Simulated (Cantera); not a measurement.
A closed system holds: 1 mol C, 1.9 mol O₂, 0.18 mol N₂, at 39.8 Torr.

Cantera equilibrium calculation (NASA polynomials, part measured and part estimated; ideal gas, pure solids and liquids). Candidate condensed phases: C; 24 gas species. The numbers say what is thermodynamically allowed, not how fast it happens.

x: gas mole fraction; nothing condenses.

```csv
T (K),x CO₂,x O₂,x N₂,x CO,x O,x NO,x NO₂
1498,0.481,0.432,0.0862,1.51e-5,1.13e-5,0.000575,1.03e-6
1573,0.481,0.432,0.0861,4.41e-5,2.98e-5,0.000816,1.17e-6
1648,0.481,0.432,0.0860,0.000117,7.23e-5,0.00112,1.32e-6
1723,0.480,0.432,0.0858,?,?,?,?
1798,0.480,0.432,0.0855,0.000639,0.000341,0.00195,1.63e-6
1873,0.479,0.431,0.0852,0.00135,0.000674,0.00249,1.79e-6
1948,0.477,0.431,0.0848,0.00267,0.00127,0.00311,1.94e-6
2023,0.474,0.431,0.0843,0.00502,0.00227,0.00382,2.10e-6
2098,0.469,0.430,0.0837,0.00896,0.00391,0.00462,2.26e-6
2173,0.460,0.430,0.0828,0.0152,0.00647,0.00550,2.41e-6
2248,0.448,0.429,0.0818,0.0247,0.0104,0.00647,2.56e-6
2323,0.429,0.428,0.0804,?,?,?,2.69e-6
2398,0.405,0.427,0.0787,0.0565,0.0244,0.00860,2.82e-6
2473,0.374,0.425,0.0767,0.0794,0.0359,0.00972,2.93e-6
```

**Question.** Fill in the missing entries.

**Answer.** 
- 1723, x CO: 0.000284
- 1723, x O: 0.000162
- 1723, x NO: 0.00150
- 1723, x NO₂: 1.47e-6
- 2323, x CO: 0.0382
- 2323, x O: 0.0161
- 2323, x NO: 0.00751
